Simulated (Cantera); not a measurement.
# Low-pressure radical oxidation in H2/O2

A perfectly stirred reactor is fed with 5.75 % H₂, 94.3 % O₂, equivalence ratio 0.030, at 1.58 Torr; it is held at 1273 K, and followed from long to short residence time.

Cantera simulation using GRI-Mech 3.0 (53 species, 325 reactions); the numbers are that mechanism's predictions, not measurements. Radical loss at walls, strong at low pressure, is not modelled. The temperature is held fixed by assumption; the heat of reaction is taken as removed at once.

| τ (s) | x H₂ | x O₂ | x H₂O₂ | x H₂O | x H |
|---|---|---|---|---|---|
| 8.7 | 0.000332 | 0.929 | 1.28e-8 | 0.0565 | 0.00124 |
| 3.4 | 0.000536 | 0.922 | 1.40e-8 | 0.0551 | 0.00256 |
| 1.3 | 0.000794 | 0.913 | 1.45e-8 | 0.0531 | 0.00457 |
| 0.51 | 0.00107 | 0.905 | 1.48e-8 | 0.0513 | 0.00663 |
| 0.20 | 0.00141 | 0.901 | 1.53e-8 | 0.0498 | 0.00817 |
| 0.078 | 0.00204 | 0.899 | 1.68e-8 | 0.0483 | 0.00922 |
| 0.030 | 0.00348 | 0.900 | 2.00e-8 | 0.0461 | 0.0101 |
| 0.012 | 0.00663 | 0.903 | 2.52e-8 | 0.0422 | 0.0107 |
| 0.0046 | 0.0138 | 0.909 | 3.11e-8 | 0.0348 | 0.0102 |
x: mole fraction; the columns are a selection and need not sum to one.
